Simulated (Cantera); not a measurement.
An isothermal, constant-pressure homogeneous reactor starts with H₂ : O₂ : N₂ = 1.4 : 1 : 2.2 (molar parts), at 1350 K and 0.280 bar.

Cantera simulation using the H2/O2 subset of GRI-Mech 3.0, which has no nitrogen chemistry; the numbers are that mechanism's predictions, not measurements. The temperature is held fixed by assumption; the heat of reaction is taken as removed at once.

x: mole fraction; the columns are a selection and need not sum to one.

```csv
t (s),x H₂,x O₂,x H,x H₂O₂,x H₂O
0.000600,[?],0.0775,0.00197,2.53e-6,0.350
0.00134,[?],0.0768,0.000135,1.03e-6,0.357
0.00298,[?],0.0768,1.10e-5,3.67e-7,0.358
0.00664,[?],0.0769,1.31e-6,1.34e-7,0.359
0.0148,[?],0.0769,2.22e-7,5.22e-8,0.359
0.0329,[?],0.0769,4.89e-8,2.20e-8,0.359
0.0734,[?],0.0769,1.35e-8,1.02e-8,0.359
0.164,[?],0.0769,5.20e-9,5.65e-9,0.359
0.364,5.21e-7,0.0769,3.39e-9,4.33e-9,0.359
0.812,5.03e-7,0.0769,3.22e-9,4.18e-9,0.359
1.81,5.03e-7,0.0769,3.21e-9,4.18e-9,0.359
4.03,5.03e-7,0.0769,3.21e-9,4.18e-9,0.359
8.98,5.03e-7,0.0769,3.21e-9,4.18e-9,0.359
20.0,5.03e-7,0.0769,3.21e-9,4.18e-9,0.359
```

Q: What belongs in the gaps?

A: 
- 0.000600, x H₂: 0.00413
- 0.00134, x H₂: 0.000732
- 0.00298, x H₂: 0.000134
- 0.00664, x H₂: 3.07e-5
- 0.0148, x H₂: 8.95e-6
- 0.0329, x H₂: 3.16e-6
- 0.0734, x H₂: 1.32e-6
- 0.164, x H₂: 6.91e-7
